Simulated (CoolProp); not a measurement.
Acetone along the isotherm 550 K: fugacity coefficient from the reference equation and from simpler models built on Tc = 508.1 K, pc = 4692 kPa, ω = 0.307; each cubic takes its own stable root.

The numbers come from the reference Helmholtz-energy equation of state, Lemmon 2006 in CoolProp. It is a short technical equation, of lower accuracy than the large ones.

| p (kPa) | phase | reference | van der Waals | Peng-Robinson |
|---|---|---|---|---|
| 1800 | gas | 0.8896 | 0.9070 | 0.8917 |
| 3610 | gas | 0.7863 | 0.8140 | 0.7904 |
| 5410 | supercritical | 0.6901 | 0.7188 | 0.6960 |
| 7220 | supercritical | 0.5982 | 0.6178 | 0.6079 |
| 9020 | supercritical | 0.5175 | 0.5435 | 0.5352 |
| 10800 | supercritical | 0.4585 | 0.4936 | 0.4818 |
| 12600 | supercritical | 0.4149 | 0.4582 | 0.4417 |
| 14400 | supercritical | 0.3821 | 0.4328 | 0.4112 |
| 16200 | supercritical | 0.3566 | 0.4142 | 0.3877 |
| 18000 | supercritical | 0.3365 | 0.4006 | 0.3691 |
| 19900 | supercritical | 0.3196 | 0.3902 | 0.3534 |
| 21700 | supercritical | 0.3066 | 0.3834 | 0.3416 |
| 23500 | supercritical | 0.2959 | 0.3788 | 0.3319 |
